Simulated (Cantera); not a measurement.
Gas mixture: N₂O = 0.9 (molar parts), at 1.00 bar, frozen composition.

Cantera's kinetic-theory transport with the Lennard-Jones parameters of GRI-Mech 3.0, ideal gas; thermal conductivity in the mixture-averaged form.

One state of this run: ρ (kg/m³) = 0.662; cp (J/kg/K) = 1192; μ (µPa s) = 34.0; λ (mW/m/K) = 54.9; Pr = 0.739; D (cm²/s) OH = 1.38; D (cm²/s) NH₃ = 1.05; D (cm²/s) N₂ = 0.892. D: mixture-averaged diffusion coefficient of that species in the mixture.

Question: Which value of T (K) does it belong to?
A) 900
B) 700
C) 800
D) 400

Answer: C, 800
